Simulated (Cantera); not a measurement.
Premixed flame

A freely propagating, adiabatic, planar premixed flame of 7.32 % CH4, 18.3 % O2, 69.5 % N2, 4.83 % H2O, equivalence ratio 0.80, unburnt at 425 K and 0.720 atm; mixture-averaged transport, grid criteria slope 0.08 and curve 0.16, no radiation.

Detailed kinetics in Cantera: GRI-Mech 3.0 (53 species, 325 reactions). Burning velocities carry a grid error of a few per cent, more on coarse grids.

```tsv
z (mm)	T (K)	u (m/s)	x CH4	x O2	x H2O	x CH3	x HCO	x N2O
-2.03	425	0.466	0.0732	0.183	0.0483	<1e-8	<1e-8	<1e-8
-1.35	428	0.469	0.0729	0.183	0.0487	4.28e-8	<1e-8	<1e-8
-1.01	437	0.479	0.0723	0.182	0.0499	1.92e-7	<1e-8	<1e-8
-0.676	498	0.549	0.0685	0.177	0.0576	1.79e-6	<1e-8	<1e-8
-0.338	858	0.955	0.0482	0.148	0.0955	0.000115	1.61e-7	1.28e-8
-0.169	1221	1.37	0.0264	0.114	0.131	0.000756	4.46e-6	3.36e-8
0	1562	1.75	0.00587	0.0744	0.164	0.000841	2.28e-5	7.17e-8
0.169	1698	1.90	0.000335	0.0536	0.177	7.08e-5	5.34e-6	1.20e-7
0.338	1749	1.95	1.04e-5	0.0472	0.179	2.46e-6	2.37e-7	1.51e-7
0.676	1813	2.01	1.65e-8	0.0430	0.181	<1e-8	<1e-8	1.74e-7
1.35	1881	2.08	<1e-8	0.0402	0.185	<1e-8	<1e-8	1.99e-7
2.70	1938	2.13	<1e-8	0.0383	0.189	<1e-8	<1e-8	2.31e-7
5.41	1973	2.17	<1e-8	0.0373	0.192	<1e-8	<1e-8	2.27e-7
```
x: mole fraction of selected species; z is measured from the peak of heat release.

```json
{
 "laminar_burning_velocity": "46.5 cm/s",
 "thermal_thickness": "0.676 mm",
 "peak x(CH3)": "0.00113",
 "peak x(HCO)": "2.29e-5",
 "grid_points": "134"
}
```
